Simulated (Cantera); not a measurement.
An adiabatic, constant-pressure homogeneous reactor starts with H₂ : O₂ : N₂ = 1 : 1.09 : 4.09 (molar parts), equivalence ratio 0.46, at 1275 K and 8.40 bar. Integrator tolerance rtol = 1e-08.

Detailed kinetics in Cantera: GRI-Mech 3.0 (53 species, 325 reactions). The hydrogen kinetics of GRI-Mech 3.0 are dated; newer H2 mechanisms differ, most at raised pressure.

**Question.** What does this change do: initial temperature 1275 to 1823 K?

**Answer.** 
```tsv
quantity	before	after
time of steepest temperature rise	7.14 µs	0.764 µs
temperature at 3.00 s	2361 K	2752 K
equilibrium temperature	2361 K	2752 K
x(H₂) at 3.00 s	0.000560 (gas-phase equilibrium 0.000560)	0.00342 (gas-phase equilibrium 0.00342)
x(O₂) at 3.00 s	0.0964 (gas-phase equilibrium 0.0964)	0.0876 (gas-phase equilibrium 0.0876)
x(N₂O) at 3.00 s	1.75e-6 (gas-phase equilibrium 1.75e-6)	3.22e-6 (gas-phase equilibrium 3.22e-6)
x(NO) at 3.00 s	0.0115 (gas-phase equilibrium 0.0115)	0.0210 (gas-phase equilibrium 0.0210)
x(NO₂) at 3.00 s	2.33e-5 (gas-phase equilibrium 2.33e-5)	2.76e-5 (gas-phase equilibrium 2.76e-5)
x(H₂O) at 3.00 s	0.172 (gas-phase equilibrium 0.172)	0.161 (gas-phase equilibrium 0.161)
x(O) at 3.00 s	0.000754 (gas-phase equilibrium 0.000754)	0.00461 (gas-phase equilibrium 0.00461)
```

**Question.** What does this change do: initial temperature 1275 to 1250 K?

**Answer.** 
| quantity | before | after |
|---|---|---|
| time of steepest temperature rise | 7.14 µs | 9.76 µs |
| temperature at 3.00 s | 2361 K | 2341 K |
| equilibrium temperature | 2361 K | 2341 K |
| x(H₂) at 3.00 s | 0.000560 (gas-phase equilibrium 0.000560) | 0.000503 (gas-phase equilibrium 0.000503) |
| x(O₂) at 3.00 s | 0.0964 (gas-phase equilibrium 0.0964) | 0.0967 (gas-phase equilibrium 0.0967) |
| x(N₂O) at 3.00 s | 1.75e-6 (gas-phase equilibrium 1.75e-6) | 1.69e-6 (gas-phase equilibrium 1.69e-6) |
| x(NO) at 3.00 s | 0.0115 (gas-phase equilibrium 0.0115) | 0.0111 (gas-phase equilibrium 0.0111) |
| x(NO₂) at 3.00 s | 2.33e-5 (gas-phase equilibrium 2.33e-5) | 2.31e-5 (gas-phase equilibrium 2.31e-5) |
| x(H₂O) at 3.00 s | 0.172 (gas-phase equilibrium 0.172) | 0.172 (gas-phase equilibrium 0.172) |
| x(O) at 3.00 s | 0.000754 (gas-phase equilibrium 0.000754) | 0.000677 (gas-phase equilibrium 0.000677) |
